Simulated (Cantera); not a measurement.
Cantera with NASA thermochemical tables; ideal gases at 1 bar, condensed phases pure. Values are per mole of reaction as written; species without (g) are pure solids or liquids, kept so even where they would boil at 1 bar.

H2(g) + 2 SrO = 2 Sr + 2 OH(g), with ΔH° = 1262.8 kJ and ΔS° = 235.7 J/K at 300 K.

Task: How far is the shortcut ΔG° ≈ ΔH°(300 K) − T·ΔS°(300 K) from the full temperature-dependent value at 450, 600, 750, 900, 1050, 1200, 1350 K?

Result: 
| T (K) | shortcut (kJ) | full (kJ) | difference (kJ) | difference in log10 K | condensed phases |
|---|---|---|---|---|---|
| 450 | 1156.7 | 1157.0 | -0.3 | 0.03 | SrO(s), Sr(s) |
| 600 | 1121.4 | 1122.6 | -1.2 | 0.10 | SrO(s), Sr(s) |
| 750 | 1086.0 | 1088.7 | -2.7 | 0.19 | SrO(s), Sr(s) |
| 900 | 1050.6 | 1055.2 | -4.5 | 0.26 | SrO(s), Sr(s) |
| 1050 | 1015.3 | 1021.9 | -6.6 | 0.33 | SrO(s), Sr(l) |
| 1200 | 979.9 | 986.7 | -6.8 | 0.29 | SrO(s), Sr(l) |
| 1350 | 944.6 | 951.7 | -7.1 | 0.27 | SrO(s), Sr(l) |
The shortcut ignores heat capacities and the phase changes listed.
